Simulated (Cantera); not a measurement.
Feed: 1 mol BF3, 1.7 mol O2, 0.25 mol H2, at 1025 °C and 22000 Pa.

These are equilibrium values from Cantera (NASA tables, ideal gas, pure condensed phases), not measurements of a reactor. Candidate condensed phases: B, B2O3, B3O3H3, H2O; 43 gas species. Gases not in the tables: H3BO3. The numbers say what is thermodynamically allowed, not how fast it happens.

Base state: O2 0.541, BF3 0.282, HF 0.125, H2O 0.0231, B3O3F3 0.0167, BOF 0.0113, HBO2 0.000638, BOF2 0.000109 (mole fractions); condensed: gas only.

**Question.** What changes in the equilibrium state with this change: temperature from 1025 °C to 2100 °C?

**Answer.** 
```json
[
 {"species": "O2", "before": "0.541", "after": "0.493"},
 {"species": "BF3", "before": "0.282", "after": "0.231"},
 {"species": "HF", "before": "0.125", "after": "0.159"},
 {"species": "BOF", "before": "0.0113", "after": "0.0870"},
 {"species": "B3O3F3", "before": "0.0167", "after": "1.21e-9"},
 {"species": "F", "before": "1.95e-8", "after": "0.0160"},
 {"species": "O", "before": "2.68e-7", "after": "0.0112"},
 {"species": "H2O", "before": "0.0231", "after": "2.03e-5"},
 {"species": "BF2", "before": "<1e-9", "after": "0.000179"},
 {"species": "H", "before": "<1e-9", "after": "1.30e-5"},
 {"species": "BO2", "before": "3.18e-7", "after": "6.99e-5"}
]
```
The tables' values for BF2 are old estimates; treat these amounts as uncertain.

**Question.** What changes in the equilibrium state with this change: temperature from 1025 °C to 1977 °C?

**Answer.** 
```csv
species,before,after
O2,0.541,0.504
BF3,0.282,0.239
HF,0.125,0.161
BOF,0.0113,0.0831
B3O3F3,0.0167,4.54e-9
H2O,0.0231,3.62e-5
F,1.95e-8,0.00630
BF2,<1e-9,8.32e-5
O,2.68e-7,0.00558
BO2,3.18e-7,5.55e-5
```
The tables' values for BF2 are old estimates; treat these amounts as uncertain.
